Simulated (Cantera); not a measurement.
Feed: 1 mol Pb, 1.7 mol CO, a varied amount of H2, equilibrated at 1.33 mbar.

Cantera equilibrium calculation (NASA polynomials, part measured and part estimated; ideal gas, pure solids and liquids). Candidate condensed phases: C, C6H6, C7H8, C8H18, H2O, Pb, PbO, PbO2, Pb3O4; 113 gas species. The numbers say what is thermodynamically allowed, not how fast it happens.

Problem. What condenses at these points (T in K, n(H2) in mol): (1350, 78); (900, 15); (950, 78); (1300, 29); (1150, 40); (850, 21)?

Solution. 
```json
[
 {"T (K)": "1350", "n(H2) in mol": "78", "condensed phases": "gas only", "Pb condensed (%)": "0.0"},
 {"T (K)": "900", "n(H2) in mol": "15", "condensed phases": "C + Pb", "Pb condensed (%)": "98.3"},
 {"T (K)": "950", "n(H2) in mol": "78", "condensed phases": "Pb", "Pb condensed (%)": "69.8"},
 {"T (K)": "1300", "n(H2) in mol": "29", "condensed phases": "gas only", "Pb condensed (%)": "0.0"},
 {"T (K)": "1150", "n(H2) in mol": "40", "condensed phases": "gas only", "Pb condensed (%)": "0.0"},
 {"T (K)": "850", "n(H2) in mol": "21", "condensed phases": "C + Pb", "Pb condensed (%)": "99.5"}
]
```
